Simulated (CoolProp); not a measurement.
Vapour pressure (MPa) of ethylene: the reference equation beside estimates from Tc = 9.2 °C, pc = 5.042 MPa, ω = 0.087.

Model: reference Helmholtz-energy equation of state, Smukala 2000, in CoolProp.

```tsv
T (°C)	reference	van der Waals	Redlich-Kwong	Soave-Redlich-Kwong
-111.35	0.06334	0.3342	0.06264	0.06257
-105.75	0.09004	0.4087	0.09097	0.08909
-100.05	0.1255	0.4954	0.1290	0.1244
-94.35	0.1709	0.5939	0.1780	0.1697
-88.75	0.2267	0.7026	0.2385	0.2256
-83.05	0.2968	0.8262	0.3146	0.2959
-77.35	0.3819	0.9633	0.4071	0.3816
-71.75	0.4822	1.112	0.5157	0.4826
-66.05	0.6030	1.277	0.6461	0.6047
-60.45	0.7420	1.455	0.7955	0.7454
-54.75	0.9061	1.651	0.9710	0.9119
-49.05	1.095	1.863	1.172	1.104
-43.45	1.307	2.088	1.395	1.320
-37.75	1.552	2.333	1.651	1.569
```

Absolute difference from the reference over all 14 rows, mean and median: van der Waals 176.1 and 141.4 %, Redlich-Kwong 5.4 and 6.5 %, Soave-Redlich-Kwong 0.6 and 0.7 %.
